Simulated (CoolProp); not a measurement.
Dodecamethylcyclohexasiloxane (D6) along the isotherm 346.85 °C: Z from the reference equation and from simpler models built on Tc = 372.6 °C, pc = 0.9614 MPa, ω = 0.736; each cubic takes its own stable root.

Values from CoolProp's reference Helmholtz-energy equation of state, Colonna 2008. It is a short technical equation, of lower accuracy than the large ones.

```json
[
 {"p (MPa)": "0.437", "phase": "gas", "reference": "0.7542", "van der Waals": "…", "Redlich-Kwong": "0.7977", "Peng-Robinson": "0.7666"},
 {"p (MPa)": "0.874", "phase": "liquid", "reference": "0.1472", "van der Waals": "0.2397", "Redlich-Kwong": "0.1852", "Peng-Robinson": "0.1485"},
 {"p (MPa)": "1.31", "phase": "liquid", "reference": "…", "van der Waals": "…", "Redlich-Kwong": "0.2473", "Peng-Robinson": "0.2074"},
 {"p (MPa)": "1.75", "phase": "liquid", "reference": "0.2726", "van der Waals": "0.3942", "Redlich-Kwong": "0.3101", "Peng-Robinson": "0.2643"},
 {"p (MPa)": "2.19", "phase": "liquid", "reference": "0.3328", "van der Waals": "…", "Redlich-Kwong": "0.3713", "Peng-Robinson": "0.3194"},
 {"p (MPa)": "2.62", "phase": "liquid", "reference": "…", "van der Waals": "0.5500", "Redlich-Kwong": "0.4296", "Peng-Robinson": "0.3717"},
 {"p (MPa)": "3.06", "phase": "liquid", "reference": "0.4477", "van der Waals": "0.6268", "Redlich-Kwong": "0.4879", "Peng-Robinson": "0.4240"},
 {"p (MPa)": "3.5", "phase": "liquid", "reference": "0.5043", "van der Waals": "0.7025", "Redlich-Kwong": "0.5450", "Peng-Robinson": "0.4753"},
 {"p (MPa)": "3.93", "phase": "liquid", "reference": "0.5587", "van der Waals": "0.7754", "Redlich-Kwong": "0.5999", "Peng-Robinson": "0.5245"},
 {"p (MPa)": "4.37", "phase": "liquid", "reference": "…", "van der Waals": "…", "Redlich-Kwong": "…", "Peng-Robinson": "0.5742"},
 {"p (MPa)": "4.81", "phase": "liquid", "reference": "0.6679", "van der Waals": "0.9222", "Redlich-Kwong": "0.7096", "Peng-Robinson": "0.6231"}
]
```

Q: What belongs in the gaps?

A: 
- 0.437, van der Waals: 0.8252
- 1.31, reference: 0.2107
- 1.31, van der Waals: 0.3137
- 2.19, van der Waals: 0.4737
- 2.62, reference: 0.3902
- 4.37, reference: 0.6136
- 4.37, van der Waals: 0.8492
- 4.37, Redlich-Kwong: 0.6551
